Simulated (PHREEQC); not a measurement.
Brine: speciation

Solution (25 °C): 1.6 mol HCl, 0.53 mol MnCl2, 2.2e-05 mol H4SiO4 and 1.4 mol H2SO4 per kg of water. Closed to the air; pH follows from the charge balance.

All values are PHREEQC results (Pitzer model, pitzer.dat), not measurements.

No solid was allowed to form.

What pH does the model give?

pH -1.24.

In which forms is S present?

HSO4- 87 %, SO4-2 13 % of the S.

In brines, pH and single-ion activities rest on the MacInnes convention.
